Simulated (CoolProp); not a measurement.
The fluid at 583.17 K and 13.1 MPa is throttled through a valve to 7.15 MPa with no heat exchange. The same conditions are run with several fluids, on thermodynamics alone (safety and materials aside).

The numbers come from the reference Helmholtz-energy equation of state of each fluid (methane: Setzmann 1991; propane: Lemmon 2009; hexamethyldisiloxane (MM): Thol 2016; nitrogen: Span 2000; dimethyl carbonate: Zhou 2011) in CoolProp.

| fluid | temperature change (K) | final density (kg/m³) |
|---|---|---|
| methane | -3.4 | 23.5 |
| propane | -13.6 | 74.9 |
| hexamethyldisiloxane (MM) | -3.1 | 425 |
| nitrogen | +0.5 | 40.0 |
| dimethyl carbonate | -11.4 | 509 |
